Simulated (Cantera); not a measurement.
Charge: 1 mol Si, 3.2 mol HCl, 0.61 mol H₂, at 400 °C and 1.90 bar.

Method: chemical equilibrium by Gibbs-energy minimisation in Cantera with the NASA 1993 tables (ideal gas, pure condensed phases). Candidate condensed phases: Si; 19 gas species. Kinetics and transport are ignored.

Base state: H₂ 0.698, SiCl₄ 0.191, SiHCl₃ 0.107, SiH₂Cl₂ 0.00368, HCl 0.000158, SiH₃Cl 2.66e-5 (mole fractions); condensed: Si(s).

**Question.** What changes in the equilibrium state with this change: Si replaced by SiCl₄?

**Answer.** 
| species | before | after |
|---|---|---|
| HCl | 0.000158 | 0.665 |
| SiCl₄ | 0.191 | 0.208 |
| H₂ | 0.698 | 0.127 |
| SiHCl₃ | 0.107 | 5.01e-6 |
| SiH₂Cl₂ | 0.00368 | <1e-9 |
| SiH₃Cl | 2.66e-5 | <1e-9 |
| Si(s), mol | 0.116 | 0 |

**Question.** What changes in the equilibrium state with this change: H₂ from 0.61 to 15 mol?

**Answer.** 
```
species       before     after
----------  --------  --------
H₂             0.698     0.946
SiHCl₃         0.107    0.0271
SiCl₄          0.191    0.0251
SiH₂Cl₂      0.00368   0.00181
HCl         0.000158  0.000111
Si(s), mol     0.116    0.0676
```
